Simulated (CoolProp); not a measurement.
Saturation properties of water.

Values from CoolProp's reference Helmholtz-energy equation of state, Wagner 2002.

| T (K) | p (bar) | vapour density (kg/m³) | enthalpy of vaporisation (kJ/kg) | surface tension (mN/m) | liquid viscosity (µPa s) |
|---|---|---|---|---|---|
| 439.1 | 7.176 | 3.753 | ? | 45.2 | 164 |
| 450 | 9.322 | 4.812 | 2025 | 42.7 | 153 |
| 460.9 | 11.95 | 6.098 | 1986 | 40.3 | 144 |
| 471.8 | 15.12 | 7.649 | 1945 | 37.8 | 136 |
| 482.6 | 18.87 | 9.486 | 1902 | 35.3 | 128 |
| 493.5 | 23.35 | ? | 1856 | 32.8 | 122 |
| 504.4 | 28.62 | 14.31 | 1807 | 30.2 | 116 |
| 515.3 | 34.75 | 17.40 | 1755 | 27.7 | 110 |
| 526.2 | 41.85 | 21.05 | 1699 | 25.1 | 105 |
| 537 | 49.93 | 25.31 | 1640 | 22.6 | 100 |
| 547.9 | 59.24 | ? | 1576 | 20.0 | 95.6 |
| 558.8 | 69.82 | 36.42 | 1506 | 17.5 | 91.3 |

**Question.** What belongs in the gaps?

**Answer.** 
- 439.1, enthalpy of vaporisation (kJ/kg): 2062
- 493.5, vapour density (kg/m³): 11.69
- 547.9, vapour density (kg/m³): 30.39

It boils at 373.1 K under 1 atm.

Viscosity comes from a separate model (Huber 2009). Surface tension comes from a separate correlation (Mulero 2012).
